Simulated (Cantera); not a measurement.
Input: 1 mol CCl4, 0.025 mol CH4.

Cantera equilibrium calculation (NASA polynomials, part measured and part estimated; ideal gas, pure solids and liquids). Candidate condensed phases: C, C6H6, C7H8, C8H18; 91 gas species. Equilibrium is a limit: real reactors are often held back by kinetics, nucleation or transport.

Question: What condenses at these points (T in °C, P in Pa): (2450, 1000); (2050, 3.2); (2450, 10); (2450, 1); (2350, 32000)?

Answer: 
| T (°C) | P in Pa | condensed phases | C condensed (%) |
|---|---|---|---|
| 2450 | 1000 | C | 98.3 |
| 2050 | 3.2 | C | 98.8 |
| 2450 | 10 | gas only | 0.0 |
| 2450 | 1 | gas only | 0.0 |
| 2350 | 32000 | C | 99.8 |
